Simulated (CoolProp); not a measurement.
Saturation properties of sulfur hexafluoride (Tc = 45.6 °C, pc = 3755 kPa, ω = 0.210).

Model: reference Helmholtz-energy equation of state, Guder 2009, in CoolProp.

| T (°C) | p (kPa) | liquid cp (kJ/(kg K)) | liquid conductivity (mW/(m K)) |
|---|---|---|---|
| -27.55 | 536.1 | 0.9099 | 70.4 |
| -22.55 | 634.4 | 0.9287 | 68.9 |
| -17.45 | 747.9 | 0.9493 | 67.3 |
| -12.35 | 875.7 | 0.9718 | 65.7 |
| -7.35 | 1016 | 0.9963 | 64.1 |
| -2.25 | 1176 | 1.025 | 62.5 |
| 2.75 | 1349 | 1.057 | 60.8 |
| 7.85 | 1546 | 1.096 | 59.1 |

Thermal conductivity comes from a separate model (Assael 2012).
